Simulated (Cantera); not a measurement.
What does this Cantera script print?

```python
import numpy as np
import cantera as ct

gas = ct.Solution("gri30.yaml")
gas.TPX = 1075, 2700, {'N2O': 1, 'H2O': 0.0088}
reactor = ct.IdealGasConstPressureReactor(gas, energy="off", clone=False)
net = ct.ReactorNet([reactor])
net.rtol, net.atol = 1e-08, 1e-18
show = ['N2O', 'H2O', 'NO', 'O', 'H2', 'OH']
times = np.geomspace(0.0007, 50, 10)

steps = ct.SolutionArray(gas, extra=["t"])
rows = []
print(f"{'t/s':>10s}{'T/K':>9s}{'P/Pa':>11s}" + "".join(f"{s:>11s}" for s in show))
for t in times:
    while net.time < t:
        t_next = net.step()
        steps.append(gas.state, t=t_next)
    rows.append([np.interp(t, steps.t, y) for y in (steps.T, steps.P, *steps(*show).X.T)])
    print(f"{t:10.3e}{rows[-1][0]:9.1f}{rows[-1][1]:11.4g}" + "".join(f"{x:11.3e}" for x in rows[-1][2:]))
rate = np.gradient(steps.T, steps.t)
print("integrator steps:", len(steps.t))
if steps.T.max() > steps.T[0] + 200:
    print(f"time of steepest temperature rise: {steps.t[rate.argmax()]:.4e} s")
gas.TPX = 1075, 2700, {'N2O': 1, 'H2O': 0.0088}
gas.equilibrate("TP")
print(f"equilibrium (TP): T = {gas.T:.1f} K  " + "  ".join(f"{s} {gas[s].X[0]:.3e}" for s in show))
```

Result:

```
       t/s      T/K       P/Pa        N2O        H2O         NO          O         H2         OH
 7.000e-04   1075.0       2700  9.913e-01  8.723e-03  2.890e-08  1.843e-07  3.527e-16  2.688e-09
 2.423e-03   1075.0       2700  9.913e-01  8.723e-03  1.510e-07  2.131e-07  1.620e-14  1.370e-08
 8.390e-03   1075.0       2700  9.913e-01  8.723e-03  5.856e-07  2.133e-07  4.777e-13  4.858e-08
 2.904e-02   1075.0       2700  9.912e-01  8.723e-03  2.089e-06  2.133e-07  1.115e-11  1.304e-07
 1.005e-01   1075.0       2700  9.911e-01  8.722e-03  7.227e-06  2.131e-07  1.409e-10  2.485e-07
 3.481e-01   1075.0       2700  9.906e-01  8.721e-03  2.316e-05  2.127e-07  9.402e-10  5.917e-07
 1.205e+00   1075.0       2700  9.891e-01  8.716e-03  6.928e-05  2.113e-07  2.775e-09  9.397e-07
 4.172e+00   1075.0       2700  9.837e-01  8.700e-03  2.213e-04  2.059e-07  2.914e-09  1.303e-06
 1.444e+01   1075.0       2700  9.653e-01  8.647e-03  8.112e-04  1.971e-07  1.373e-09  1.710e-06
 5.000e+01   1075.0       2700  9.055e-01  8.473e-03  2.929e-03  1.913e-07  1.009e-09  2.049e-06
integrator steps: 980
equilibrium (TP): T = 1075.0 K  N2O 9.018e-10  H2O 5.832e-03  NO 7.805e-05  O 4.625e-09  H2 4.349e-11  OH 3.012e-07
```

Computed with Cantera and GRI-Mech 3.0 (53 species, 325 reactions). GRI-Mech 3.0 was tuned for natural gas; its chemistry of N2O as a main component is partial and can be far from experiment. Radical loss at walls, strong at low pressure, is not modelled. The mechanism lacks the step 2 NO + O2 → 2 NO2, which can matter for NO2 below about 1400 K. The temperature is held fixed by assumption; the heat of reaction is taken as removed at once.
